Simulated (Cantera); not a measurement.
Feed: 1 mol Fe3O4, a varied amount of CH4, 0.31 mol N2, equilibrated at 2100 K and 0.133 bar.

Method: chemical equilibrium by Gibbs-energy minimisation in Cantera with the NASA 1993 tables (ideal gas, pure condensed phases). Candidate condensed phases: C, C6H6, C7H8, C8H18, Fe, Fe(CO)5, FeO, Fe(OH)2, Fe(OH)3, Fe2O3, Fe3O4, H2O; 140 gas species. Each liquid is taken as pure. Mutual solubility and eutectic melting of coexisting phases are not modelled. The tables' stoichiometric FeO is somewhat more stable than real wüstite, so its field is too wide. FeO: taken at fixed stoichiometry. Equilibrium is a limit: real reactors are often held back by kinetics, nucleation or transport.

Problem. At 0.94 mol CH4, list the 5 most abundant gas species with their mole fractions, and the condensed phases.

Solution. H2 0.401, CO 0.271, H2O 0.191, N2 0.0980, CO2 0.0261. Condensed: Fe(l) + FeO(l).
